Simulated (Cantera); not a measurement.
# Gas-phase reforming

An isothermal, constant-pressure homogeneous reactor starts with 19.0 % CH4, 38.0 % H2O, 42.9 % H2, at 1598 K and 100.0 Torr.

Model: GRI-Mech 3.0 (53 species, 325 reactions), integrated in Cantera.

```tsv
t (s)	x CH4	x H2O	x H2	x HO2	x CH2CO	x OH
4.00e-6	0.190	0.380	0.429	<1e-12	<1e-12	7.92e-9
1.24e-5	0.190	0.380	0.429	<1e-12	<1e-12	1.78e-8
3.86e-5	0.190	0.380	0.429	<1e-12	<1e-12	4.74e-8
0.000120	0.190	0.380	0.429	<1e-12	<1e-12	1.39e-7
0.000372	0.190	0.380	0.429	<1e-12	<1e-12	4.15e-7
0.00116	0.190	0.380	0.430	<1e-12	1.03e-11	1.11e-6
0.00359	0.189	0.380	0.430	<1e-12	6.00e-9	1.98e-6
0.0111	0.185	0.379	0.434	<1e-12	3.59e-7	2.15e-6
0.0346	0.172	0.375	0.445	<1e-12	2.82e-6	2.15e-6
0.107	0.142	0.365	0.472	<1e-12	8.88e-6	2.14e-6
0.334	0.0909	0.345	0.521	<1e-12	1.75e-5	2.15e-6
1.04	0.0429	0.315	0.575	<1e-12	2.18e-5	2.17e-6
3.22	0.0231	0.268	0.621	<1e-12	1.55e-5	1.92e-6
10.0	0.0147	0.204	0.671	<1e-12	5.99e-6	1.41e-6
```
x: mole fraction; the columns are a selection and need not sum to one.

Equilibrium at this temperature and pressure: CH4 9.94e-9, H2O 0.130, H2 0.732, HO2 <1e-12, CH2CO <1e-12, OH 8.68e-7 (gas phase only).
